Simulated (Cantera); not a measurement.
# Thermodynamics of hydrogen reduction and annealing atmospheres, feed PbS + H2 + N2

Feed: 1 mol PbS, 4 mol H2, 3.3 mol N2, equilibrated at 1825 K and 100 Torr.

Equilibrium computed with Cantera from the NASA thermochemical tables; the gas is ideal and each condensed phase is pure. Candidate condensed phases: Pb, PbS, S; 18 gas species. The numbers say what is thermodynamically allowed, not how fast it happens.

x(H2): 0.454
x(N2): 0.392
x(PbS): 0.0713
x(Pb): 0.0473
x(H2S): 0.0185
x(S2): 0.0125
x(SH): 0.00352
x(H): 0.000813
x(S): 0.000278
gas amount: 8.426 mol
log10 activity of Pb(l) (absent): -1.70
log10 activity of S(l) (absent): -2.87
